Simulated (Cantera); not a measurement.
Input: 1 mol Si, 2.9 mol Cl2, 0.31 mol H2, at 1523.15 K and 1580 Torr.

Cantera equilibrium calculation (NASA polynomials, part measured and part estimated; ideal gas, pure solids and liquids). Candidate condensed phases: Si; 19 gas species. The tables' values for SiCl3 are old estimates; treat these amounts as uncertain. Equilibrium is a limit: real reactors are often held back by kinetics, nucleation or transport.

Base state: SiCl4 0.447, HCl 0.277, Cl2 0.252, Cl 0.0236, SiCl3 2.61e-5 (mole fractions); condensed: gas only.

Problem. What changes in the equilibrium state with this change: temperature from 1523.15 K to 1098 K?

Solution. 
```json
[
 {"species": "SiCl4", "before": "0.447", "after": "0.452"},
 {"species": "HCl", "before": "0.277", "after": "0.280"},
 {"species": "Cl2", "before": "0.252", "after": "0.267"},
 {"species": "Cl", "before": "0.0236", "after": "0.000527"},
 {"species": "SiCl3", "before": "2.61e-5", "after": "7.22e-9"}
]
```
